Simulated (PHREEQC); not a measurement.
A made-up water analysis in mmol/kgw, 80 °C, pH 3.08, pe 12.9: Na 64.8; K 2.84; Ca 6.39; Mg 5.69; Cl 29.3; S(6) 34.3; Zn 2.08.

Valence states are taken as typed.

All values are PHREEQC results (ion-association model, phreeqc.dat), not measurements.

Problem. The ionic strength comes out as 0.107 mol/kgw. What activity coefficients do NaSO4-, HSO4-, Na+, Zn(SO4)2-2, CaHSO4+ get?

Solution. NaSO4- 0.76, HSO4- 0.76, Na+ 0.76, Zn(SO4)2-2 0.32, CaHSO4+ 0.76.

Precipitation was switched off in this run. Constants without temperature data keep their 25 °C values here.
